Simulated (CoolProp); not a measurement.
Model: reference Helmholtz-energy equation of state, Wagner 2002, in CoolProp.

Task: Give the vapour pressure (MPa), liquid density (kg/m³), enthalpy of vaporisation (kJ/kg), vapour Z of saturated water at 422.2, 455.9, 523.4 K.

Result: 
```csv
T (K),p (MPa),liquid density (kg/m³),enthalpy of vaporisation (kJ/kg),vapour Z
422.2,0.464,918,2120,0.958
455.9,1.07,884,2000,0.926
523.4,3.99,799,1710,0.824
```
